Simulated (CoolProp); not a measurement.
Saturated liquid density (kg/m³) of C3F8 (R218): the reference equation beside estimates from Tc = 345.0 K, pc = 2640 kPa, ω = 0.317. Rackett uses Z = 0.29056 − 0.08775 ω.

Values from CoolProp's reference Helmholtz-energy equation of state, Lemmon 2006. It is a short technical equation, of lower accuracy than the large ones.

| T (K) | reference | Rackett | Redlich-Kwong | Peng-Robinson |
|---|---|---|---|---|
| 237.7 | 1606 | 1716 | 1449 | 1722 |
| 244 | ___ | 1688 | 1421 | 1693 |
| 250.3 | 1555 | 1659 | 1392 | 1663 |
| 256.6 | 1529 | 1630 | 1362 | 1631 |
| 262.9 | 1502 | 1599 | 1330 | 1597 |
| 269.2 | 1473 | ___ | 1298 | 1561 |
| 275.5 | 1443 | 1534 | 1263 | 1522 |
| 281.8 | 1412 | 1500 | ___ | 1481 |
| 288.1 | 1380 | 1464 | 1189 | 1436 |
| 294.4 | 1345 | 1426 | 1148 | ___ |

Problem. Some entries are withheld; supply them.

Solution. 
- 244, reference: 1581
- 269.2, Rackett: 1567
- 281.8, Redlich-Kwong: 1227
- 294.4, Peng-Robinson: 1388

Absolute difference from the reference over all 10 rows, mean and median: Rackett 6.4 and 6.4 %, Redlich-Kwong 11.9 and 11.7 %, Peng-Robinson 5.8 and 6.1 %.
